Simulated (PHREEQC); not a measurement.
# Acid mine or pickling water: speciation

Model water analysis in mg/L, 25 °C, pH 1.96, pe 8.2:

```csv
constituent,mg/L
Na,140
K,181
Ca,58.5
Mg,24.2
Cl,53
S(6) as SO4,1730
Br,0.19
```

Na is adjusted to close the charge balance.
Valence states are taken as typed.

Equilibrium calculation in PHREEQC: ion-association model, wateq4f.dat.

```json
{
  "ionic_strength": "0.0409 mol/kgw",
  "total_alkalinity": "-19.2 meq/kg"
}
```

```tsv
species	molality	activity	log γ
H+	0.0127	0.0110	-0.065
SO4-2	0.0103	0.00505	-0.311
Na+	0.00860	0.00718	-0.078
HSO4-	0.00646	0.00538	-0.079
K+	0.00448	0.00370	-0.083
Cl-	0.00150	0.00124	-0.083
```

Precipitation was switched off in this run. Complexes and solids missing from the database can't appear.
